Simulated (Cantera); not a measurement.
Cantera with NASA thermochemical tables; ideal gases at 1 bar, condensed phases pure. Values are per mole of reaction as written; species without (g) are pure solids or liquids, kept so even where they would boil at 1 bar.

C + O₂(g) ⇌ CO₂(g), with ΔH° = -393.5 kJ and ΔS° = 2.9 J/K at 300 K.

Q: How far is the shortcut ΔG° ≈ ΔH°(300 K) − T·ΔS°(300 K) from the full temperature-dependent value at 1075, 1225, 1375, 1525, 1675, 1825, 1975, 2125, 2275, 2425 K?

A: 
```
T (K)  shortcut (kJ)  full (kJ)  difference (kJ)  difference in log10 K
-----  -------------  ---------  ---------------  ---------------------
1075          -396.6     -395.9             -0.7                   0.03
1225          -397.1     -396.1             -1.0                   0.04
1375          -397.5     -396.2             -1.3                   0.05
1525          -397.9     -396.3             -1.7                   0.06
1675          -398.4     -396.3             -2.1                   0.06
1825          -398.8     -396.3             -2.5                   0.07
1975          -399.2     -396.3             -3.0                   0.08
2125          -399.7     -396.2             -3.4                   0.08
2275          -400.1     -396.2             -3.9                   0.09
2425          -400.5     -396.0             -4.5                   0.10
```
The shortcut ignores the heat-capacity change of the reaction.
